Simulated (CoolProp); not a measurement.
Properties of ethanol along the isotherm 311.75 °C.

Computed with CoolProp (reference Helmholtz-energy equation of state, Schroeder 2014).

| p (MPa) | phase | cv (kJ/(kg K)) | speed of sound (m/s) | Joule-Thomson coefficient (K/MPa) | expansivity (1/kK) | conductivity (mW/(m K)) |
|---|---|---|---|---|---|---|
| 6.96 | supercritical | 2.573 | 284.2 | 6.145 | 4.670 | 67.3 |
| 13.9 | supercritical | 3.097 | 248.1 | 3.953 | 12.48 | 113 |
| 20.9 | supercritical | 3.074 | 373.7 | 1.309 | 6.215 | 130 |
| 27.9 | supercritical | 3.029 | 484.3 | 0.6688 | 4.128 | 137 |
| 34.8 | supercritical | 3.004 | 573.3 | 0.3929 | 3.162 | 142 |
| 41.8 | supercritical | 2.989 | 648.2 | 0.2396 | 2.610 | 147 |
| 48.8 | supercritical | 2.977 | 712.0 | 0.1440 | 2.259 | 151 |
| 55.7 | supercritical | 2.969 | 767.1 | 0.07972 | 2.017 | 154 |
| 62.7 | supercritical | 2.963 | 817.2 | 0.03232 | 1.836 | 158 |

Thermal conductivity comes from a separate model (Assael 2013).
